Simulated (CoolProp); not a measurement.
Model: reference Helmholtz-energy equation of state, Lemmon 2006, in CoolProp. It is a short technical equation, of lower accuracy than the large ones.

For carbon monoxide, give the phase and the cp (kJ/(kg K)) at 138 K and 101 kPa; 154.5 K and 101 kPa.


- 138 K and 101 kPa: gas; cp 1.05
- 154.5 K and 101 kPa: gas; cp 1.05
